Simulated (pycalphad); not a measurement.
Computed with pycalphad from the COST 507 light-alloy database (1999), at 1 atm. The database dates from 1999; later assessments differ in places, in temperatures and in the compounds included. Diffusion is slow at the low end, where real alloys seldom reach equilibrium.

Question: How does the equilibrium phase assembly of Ti-8.13Hf-7.67B (at.%) change on cooling from 2577 °C to 227 °C?

Answer: 
```tsv
T (°C)	phases above	phases below
1555.4	liquid	BM + liquid
1543.4	BM + liquid	bcc + BM + liquid
1543.3	bcc + BM + liquid	bcc + BM
824.4	bcc + BM	bcc + BM + hcp
816.8	bcc + BM + hcp	BM + hcp
```
Changes were sought between steps of 50 K, so a narrower field can be missed.

Database names, with the compositions (at.%) that they take in these runs: BM: Ti 49 B 50 Hf 0.
